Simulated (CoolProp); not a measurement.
Values from CoolProp's reference Helmholtz-energy equation of state, Thol 2018.

Q: For hydrogen chloride, give the phase and the Z, cp (kJ/(kg K)), Joule-Thomson coefficient (K/MPa), isothermal compressibility (1/MPa) at 254 K and 690 kPa; 299.8 K and 690 kPa.

A: 
- 254 K and 690 kPa: gas; Z 0.927, cp 0.971, Joule-Thomson coefficient 23.1, isothermal compressibility 1.57
- 299.8 K and 690 kPa: gas; Z 0.959, cp 0.877, Joule-Thomson coefficient 15.3, isothermal compressibility 1.51
